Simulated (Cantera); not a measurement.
Feed: 1 mol AlI3, 21 mol N2, 140 mol H2, at 1375 °C and 0.133 bar.

Equilibrium computed with Cantera from the NASA thermochemical tables; the gas is ideal and each condensed phase is pure. Candidate condensed phases: Al, AlI3, AlN, I2; 19 gas species. The numbers say what is thermodynamically allowed, not how fast it happens.

Base state: H2 0.855, N2 0.126, I 0.0107, HI 0.00651, AlI 0.00117, H 0.000226 (mole fractions); condensed: AlN(s).

What changes in the equilibrium state with this change: temperature from 1375 °C to 1002 °C?


```json
[
 {"species": "H2", "before": "0.855", "after": "0.855"},
 {"species": "N2", "before": "0.126", "after": "0.126"},
 {"species": "HI", "before": "0.00651", "after": "0.0145"},
 {"species": "I", "before": "0.0107", "after": "0.00392"},
 {"species": "AlI", "before": "0.00117", "after": "1.52e-6"},
 {"species": "H", "before": "0.000226", "after": "1.87e-6"},
 {"species": "I2", "before": "3.29e-6", "after": "1.21e-5"},
 {"species": "AlN(s), mol", "before": "0.809", "after": "0.999"}
]
```

What changes in the equilibrium state with this change: N2 from 21 to 8.6 mol?


```tsv
species	before	after
H2	0.855	0.925
N2	0.126	0.0547
I	0.0107	0.0111
AlI	0.00117	0.00184
HI	0.00651	0.00699
H	0.000226	0.000235
AlN(s), mol	0.809	0.722
```

What changes in the equilibrium state with this change: AlI3 replaced by AlBr3?


| species | before | after |
|---|---|---|
| H2 | 0.855 | 0.855 |
| N2 | 0.126 | 0.127 |
| HBr | 0 | 0.0163 |
| I | 0.0107 | 0 |
| HI | 0.00651 | 0 |
| AlBr | 0 | 0.00131 |
| AlI | 0.00117 | 0 |
| Br | 0 | 0.000260 |
| AlBr3 | 0 | 0.000200 |
| H | 0.000226 | 0.000225 |
| AlN(s), mol | 0.809 | 0.756 |
Further candidate phases: AlBr3, Br2.
